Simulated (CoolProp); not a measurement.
Sulfur dioxide along the isobar 33.1 MPa: fugacity coefficient from the reference equation and from simpler models built on Tc = 430.6 K, pc = 7.887 MPa, ω = 0.256; each cubic takes its own stable root.

Model: reference Helmholtz-energy equation of state, Gao 2016, in CoolProp.

| T (K) | phase | reference |
|---|---|---|
| 306.4 | liquid | 0.02594 |
| 323.2 | liquid | 0.04069 |
| 340 | liquid | 0.06021 |
| 356.8 | liquid | 0.08482 |
| 373.7 | liquid | 0.1147 |
| 390.5 | liquid | 0.1494 |
| 407.3 | liquid | 0.1885 |
| 424.1 | liquid | 0.2314 |
| 440.9 | supercritical | 0.2773 |
| 457.7 | supercritical | 0.3252 |
| 474.6 | supercritical | 0.3744 |
| 491.4 | supercritical | 0.4236 |
| 508.2 | supercritical | 0.4719 |
| 525 | supercritical | 0.5187 |

Question: How far does each simpler model (van der Waals, Redlich-Kwong, Soave-Redlich-Kwong) lie from the reference over these 14 states: mean and median of the absolute difference, and the worst?

Answer: 
- van der Waals: mean 83.3 %, median 42.1 %, worst +333.7 % at 306.4 K and 33.1 MPa
- Redlich-Kwong: mean 20.7 %, median 13.6 %, worst +65.0 % at 306.4 K and 33.1 MPa
- Soave-Redlich-Kwong: mean 9.3 %, median 9.4 %, worst +9.9 % at 424.1 K and 33.1 MPa
